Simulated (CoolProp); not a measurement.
CH2F2 (R32) along the isotherm 362.1 K: Z from the reference equation and from simpler models built on Tc = 351.3 K, pc = 5.783 MPa, ω = 0.277; each cubic takes its own stable root.

The numbers come from the reference Helmholtz-energy equation of state, Tillner-Roth 1997 in CoolProp.

```json
[
 {"p (MPa)": "0.0457", "phase": "gas", "reference": "0.9972"},
 {"p (MPa)": "0.0739", "phase": "gas", "reference": "0.9955"},
 {"p (MPa)": "0.119", "phase": "gas", "reference": "0.9928"},
 {"p (MPa)": "0.193", "phase": "gas", "reference": "0.9883"},
 {"p (MPa)": "0.311", "phase": "gas", "reference": "0.9811"},
 {"p (MPa)": "0.503", "phase": "gas", "reference": "0.9693"},
 {"p (MPa)": "0.813", "phase": "gas", "reference": "0.9498"},
 {"p (MPa)": "1.31", "phase": "gas", "reference": "0.9179"},
 {"p (MPa)": "2.12", "phase": "gas", "reference": "0.8633"},
 {"p (MPa)": "3.43", "phase": "gas", "reference": "0.7661"},
 {"p (MPa)": "5.54", "phase": "gas", "reference": "0.5663"},
 {"p (MPa)": "8.95", "phase": "supercritical", "reference": "0.2409"},
 {"p (MPa)": "14.5", "phase": "supercritical", "reference": "0.3250"}
]
```

### Question
How far does each simpler model (van der Waals, Redlich-Kwong, Soave-Redlich-Kwong, Peng-Robinson) lie from the reference over these 13 states: mean and median of the absolute difference, and the worst?

### Answer
- van der Waals: mean 10.2 %, median 1.1 %, worst +58.0 % at 362.1 K and 14.5 MPa
- Redlich-Kwong: mean 5.8 %, median 0.5 %, worst +33.5 % at 362.1 K and 8.95 MPa
- Soave-Redlich-Kwong: mean 6.6 %, median 0.6 %, worst +38.4 % at 362.1 K and 8.95 MPa
- Peng-Robinson: mean 3.8 %, median 0.1 %, worst +26.4 % at 362.1 K and 8.95 MPa
